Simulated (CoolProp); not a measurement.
Properties of CHF3 (R23) along the isobar 0.101 MPa (Tc = 299.3 K, pc = 4.832 MPa, ω = 0.263).

Model: reference Helmholtz-energy equation of state, Penoncello 2003, in CoolProp.

```tsv
T (K)	phase	cp (kJ/(kg K))	speed of sound (m/s)	expansivity (1/kK)	fugacity coefficient
267.2	gas	0.6965	194.5	3.893	0.9888
274.6	gas	0.7057	197.0	3.773	0.9898
282	gas	0.7152	199.4	3.663	0.9907
289.4	gas	0.7249	201.8	3.559	0.9915
296.7	gas	0.7347	204.2	3.463	0.9922
304.1	gas	0.7447	206.5	3.371	0.9929
311.5	gas	0.7547	208.8	3.285	0.9934
318.9	gas	0.7649	211.0	3.203	0.9939
326.3	gas	0.7750	213.3	3.126	0.9944
```
